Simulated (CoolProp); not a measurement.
Vapour-liquid equilibrium of R1234yf (1) + isobutane (2) at 529 kPa; x and y are mole fractions of (1).

Model: multi-fluid Helmholtz-energy mixture model, Lemmon 2022 and Bücker 2006; pair parameters Bell 2016, in CoolProp.

```json
[
 {"x": "0.05", "bubble temperature (K)": "307.5", "y at the bubble point": "0.161", "dew temperature at overall composition x (K)": "311.3", "liquid density (mol/L)": "9.233"},
 {"x": "0.125", "bubble temperature (K)": "301.7", "y at the bubble point": "0.319", "dew temperature at overall composition x (K)": "___", "liquid density (mol/L)": "9.319"},
 {"x": "0.2", "bubble temperature (K)": "298.0", "y at the bubble point": "0.420", "dew temperature at overall composition x (K)": "306.1", "liquid density (mol/L)": "9.371"},
 {"x": "0.275", "bubble temperature (K)": "295.4", "y at the bubble point": "0.491", "dew temperature at overall composition x (K)": "___", "liquid density (mol/L)": "___"},
 {"x": "0.35", "bubble temperature (K)": "293.6", "y at the bubble point": "0.546", "dew temperature at overall composition x (K)": "300.6", "liquid density (mol/L)": "9.434"},
 {"x": "0.425", "bubble temperature (K)": "292.2", "y at the bubble point": "0.591", "dew temperature at overall composition x (K)": "297.8", "liquid density (mol/L)": "9.462"},
 {"x": "0.5", "bubble temperature (K)": "291.1", "y at the bubble point": "0.633", "dew temperature at overall composition x (K)": "295.1", "liquid density (mol/L)": "9.493"},
 {"x": "0.575", "bubble temperature (K)": "290.3", "y at the bubble point": "0.674", "dew temperature at overall composition x (K)": "___", "liquid density (mol/L)": "9.529"},
 {"x": "0.65", "bubble temperature (K)": "___", "y at the bubble point": "___", "dew temperature at overall composition x (K)": "290.8", "liquid density (mol/L)": "9.572"},
 {"x": "0.725", "bubble temperature (K)": "289.2", "y at the bubble point": "0.761", "dew temperature at overall composition x (K)": "289.5", "liquid density (mol/L)": "9.622"},
 {"x": "0.8", "bubble temperature (K)": "288.9", "y at the bubble point": "0.813", "dew temperature at overall composition x (K)": "288.9", "liquid density (mol/L)": "9.678"},
 {"x": "0.875", "bubble temperature (K)": "288.8", "y at the bubble point": "0.873", "dew temperature at overall composition x (K)": "288.8", "liquid density (mol/L)": "9.740"},
 {"x": "0.95", "bubble temperature (K)": "289.0", "y at the bubble point": "0.944", "dew temperature at overall composition x (K)": "289.1", "liquid density (mol/L)": "9.804"}
]
```

Complete the blanks.


- 0.125, dew temperature at overall composition x (K): 308.7
- 0.275, dew temperature at overall composition x (K): 303.4
- 0.275, liquid density (mol/L): 9.406
- 0.575, dew temperature at overall composition x (K): 292.7
- 0.65, bubble temperature (K): 289.7
- 0.65, y at the bubble point: 0.716

y crosses x between x = 0.8 and 0.875: the model has an azeotrope there.

The pair parameters rest on a limited set of measurements; away from them the model extrapolates.
